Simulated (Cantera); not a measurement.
Ignition delay

Mixture: 20.1 % CH3OH, 16.8 % O2, 63.1 % N2, equivalence ratio 1.8, at 24800 Torr, adiabatic and at constant volume. Ignition delay is the time to a rise of 400 K.

Cantera simulation using GRI-Mech 3.0 (53 species, 325 reactions); the numbers are that mechanism's predictions, not measurements. GRI-Mech 3.0 was tuned for natural gas; its chemistry of methanol as a main component is partial and can be far from experiment. The pressure lies above the range GRI-Mech 3.0 was tuned for (to about 10 atm).

| T0 (K) | delay (ms) |
|---|---|
| 1400 | 0.0311 |
| 1475 | 0.0131 |
| 1550 | 0.00608 |
| 1625 | 0.00308 |
| 1700 | 0.00168 |

```json
{
  "apparent activation energy between 1550 and 1700 K": "190 kJ/mol"
}
```
